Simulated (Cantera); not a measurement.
## Equilibrium for boron, boron nitride and boron oxide: BCl3 + NH3

Feed: 1 mol BCl3, a varied amount of NH3, equilibrated at 848.15 K and 750 Torr.

These are equilibrium values from Cantera (NASA tables, ideal gas, pure condensed phases), not measurements of a reactor. Candidate condensed phases: B, BN, NH4Cl; 21 gas species. Gases not in the tables: BHCl2. The numbers say what is thermodynamically allowed, not how fast it happens.

| n(NH3) (mol) | x HCl | x BCl3 | x H2 | x N2 | x NH3 | n BN(s) |
|---|---|---|---|---|---|---|
| 0.17 | 0.380 | 0.619 | 0.000111 | 3.69e-5 | 1.33e-11 | 0.170 |
| 0.22 | 0.458 | 0.542 | 0.000156 | 5.21e-5 | 2.66e-11 | 0.220 |
| 0.29 | 0.550 | 0.450 | 0.000226 | 7.53e-5 | 5.56e-11 | 0.290 |
| 0.37 | 0.637 | 0.362 | 0.000314 | 0.000105 | 1.07e-10 | 0.370 |
| 0.47 | 0.726 | 0.273 | 0.000439 | 0.000146 | 2.10e-10 | 0.469 |
| 0.61 | 0.823 | 0.176 | 0.000660 | 0.000220 | 4.75e-10 | 0.609 |
| 0.78 | 0.912 | 0.0867 | 0.00110 | 0.000366 | 1.31e-9 | 0.778 |
| 1 | 0.988 | 0.00389 | 0.00584 | 0.00195 | 3.72e-8 | 0.988 |
| 1.3 | 0.833 | 5.10e-6 | 0.125 | 0.0417 | 1.70e-5 | 1.000 |
| 1.7 | 0.682 | 7.67e-7 | 0.239 | 0.0795 | 6.20e-5 | 1.000 |
| 2.2 | 0.556 | 2.13e-7 | 0.333 | 0.111 | 0.000121 | 1.000 |
x: gas mole fraction; n: condensed amount in mol.

From 0.17 mol NH3 to 2.2 mol NH3 the condensed part is BN(s). The main B-bearing gas is BCl3 throughout.
